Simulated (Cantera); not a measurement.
Source: NASA polynomial tables (part measured, part estimated), evaluated in Cantera. Values are per mole of reaction as written; species without (g) are pure solids or liquids, kept so even where they would boil at 1 bar.

3 Ni + 4 H2S(g) = Ni3S4 + 4 H2(g)

```csv
T (K),ΔH° (kJ),ΔS° (J/K),ΔG° (kJ),log10 K
300,-219.0,-203.1,-158.1,27.52
448,-209.0,-176.1,-130.1,15.17
473,-207.3,-172.3,-125.8,13.89
498,(withheld),(withheld),(withheld),(withheld)
523,-203.7,-165.2,-117.3,11.72
548,(withheld),(withheld),(withheld),(withheld)
573,-200.3,-159.0,-109.2,9.96
598,-198.7,-156.2,-105.3,9.20
```

Task: Some entries are withheld; supply them.

Result: 
- 498, ΔH° (kJ): -205.5
- 498, ΔS° (J/K): -168.7
- 498, ΔG° (kJ): -121.5
- 498, log10 K: 12.74
- 548, ΔH° (kJ): -202.0
- 548, ΔS° (J/K): -162.0
- 548, ΔG° (kJ): -113.2
- 548, log10 K: 10.79
